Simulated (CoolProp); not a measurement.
A single-stage vapour-compression cycle with R1224YDZ: evaporating at 244.15 K (dew point), condensing at 308.15 K (bubble point), superheat 5 K, subcooling 8 K, compressor efficiency 0.65, no pressure losses. Each further row changes one setting.

Computed with CoolProp (reference Helmholtz-energy equation of state, Akasaka 2023).

```json
[
 {"case": "as stated", "cooling COP": "2.02", "pressure ratio": "16.2", "discharge temperature (K)": "340.1", "refrigerating effect (kJ/kg)": "131", "volumetric capacity (kJ/m³)": "122"},
 {"case": "evaporating temperature 249.15 K", "cooling COP": "2.29", "pressure ratio": "12.2", "discharge temperature (K)": "336.4", "refrigerating effect (kJ/kg)": "134", "volumetric capacity (kJ/m³)": "162"},
 {"case": "condensing temperature 303.15 K", "cooling COP": "2.25", "pressure ratio": "13.7", "discharge temperature (K)": "334.5", "refrigerating effect (kJ/kg)": "137", "volumetric capacity (kJ/m³)": "127"},
 {"case": "subcooling 13 K", "cooling COP": "2.10", "pressure ratio": "16.2", "discharge temperature (K)": "340.1", "refrigerating effect (kJ/kg)": "137", "volumetric capacity (kJ/m³)": "127"},
 {"case": "superheat 15 K", "cooling COP": "2.04", "pressure ratio": "16.2", "discharge temperature (K)": "351.0", "refrigerating effect (kJ/kg)": "138", "volumetric capacity (kJ/m³)": "123"},
 {"case": "compressor efficiency 0.55", "cooling COP": "1.71", "pressure ratio": "16.2", "discharge temperature (K)": "353.6", "refrigerating effect (kJ/kg)": "131", "volumetric capacity (kJ/m³)": "122"}
]
```
